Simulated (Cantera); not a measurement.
Charge: 1 mol Pb, 0.46 mol N2, at 602 °C and 1.00 Torr.

Equilibrium computed with Cantera from the NASA thermochemical tables; the gas is ideal and each condensed phase is pure. Candidate condensed phases: Pb; 4 gas species. The numbers say what is thermodynamically allowed, not how fast it happens.

Problem. What is the equilibrium state?

Solution. 
```
Item            Result
----------  ----------
x(N2)            0.999
x(Pb)         0.000506
n(Pb(l))     1.000 mol
gas amount  0.4602 mol
```
